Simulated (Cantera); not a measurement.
Input (Python, Cantera):

```python
import numpy as np
import cantera as ct

gas = ct.Solution("gri30.yaml")
gas.TPX = 1650, 2666, {'C2H4': 1, 'H2': 5.6}
inlet = ct.Reservoir(gas, clone=True)

reactor = ct.IdealGasConstPressureReactor(gas, energy="off", clone=False)
exhaust = ct.Reservoir(gas, clone=True)
tau = [8.8, 3.2, 1.2, 0.43, 0.16, 0.057, 0.021, 0.0077, 0.0028, 0.001][0]
for a, b in ((inlet, reactor), (reactor, exhaust)):
    ct.MassFlowController(a, b, mdot=lambda t: reactor.mass / tau)
net = ct.ReactorNet([reactor])
show = ['C2H4', 'H2', 'C2H', 'C2H6', 'CH4', 'CH3', 'CH2']

rows = []
print(f"{'tau/s':>10s}{'T/K':>9s}" + "".join(f"{s:>11s}" for s in show))
for tau in [8.8, 3.2, 1.2, 0.43, 0.16, 0.057, 0.021, 0.0077, 0.0028, 0.001]:
    net.initial_time = 0.0
    net.advance(30 * tau)
    before = gas.X
    net.advance(40 * tau)
    drift = np.max(np.abs(gas.X - before) / (gas.X + 1e-9))
    rows.append([gas.T, *gas[show].X, drift])
    print(f"{tau:10.3e}{gas.T:9.1f}" + "".join(f"{x:11.3e}" for x in gas[show].X))
```

Output:

```
     tau/s      T/K       C2H4         H2        C2H       C2H6        CH4        CH3        CH2
 8.800e+00   1650.0  3.103e-04  8.675e-01  3.069e-07  1.086e-08  6.559e-04  7.151e-06  3.867e-09
 3.200e+00   1650.0  5.190e-04  8.678e-01  2.516e-07  1.531e-08  3.384e-04  3.029e-06  1.452e-09
 1.200e+00   1650.0  1.353e-03  8.679e-01  1.647e-07  3.327e-08  1.926e-04  1.138e-06  5.687e-10
 4.300e-01   1650.0  5.237e-03  8.675e-01  8.484e-08  8.904e-08  1.247e-04  3.971e-07  5.606e-10
 1.600e-01   1650.0  1.814e-02  8.659e-01  4.290e-08  1.996e-07  8.483e-05  1.626e-07  9.759e-10
 5.700e-02   1650.0  4.928e-02  8.619e-01  2.058e-08  3.642e-07  5.019e-05  8.073e-08  1.640e-09
 2.100e-02   1650.0  9.105e-02  8.564e-01  8.646e-09  4.841e-07  2.355e-05  5.166e-08  2.147e-09
 7.700e-03   1650.0  1.249e-01  8.520e-01  2.551e-09  4.303e-07  7.450e-06  3.272e-08  1.963e-09
 2.800e-03   1650.0  1.420e-01  8.497e-01  4.503e-10  2.205e-07  1.353e-06  1.473e-08  1.100e-09
 1.000e-03   1650.0  1.483e-01  8.489e-01  5.695e-11  7.113e-08  1.538e-07  4.577e-09  4.223e-10
```

Model: GRI-Mech 3.0 (53 species, 325 reactions), integrated in Cantera. GRI-Mech 3.0 was tuned for natural gas; its chemistry of ethylene as a main component is partial and can be far from experiment. GRI-Mech 3.0 stops at C3 and has no aromatics, soot or wall deposition, so with more carbon than oxygen in the feed, carbon stays in small species such as C2H2 where larger ones or solid carbon would form. Radical loss at walls, strong at low pressure, is not modelled.
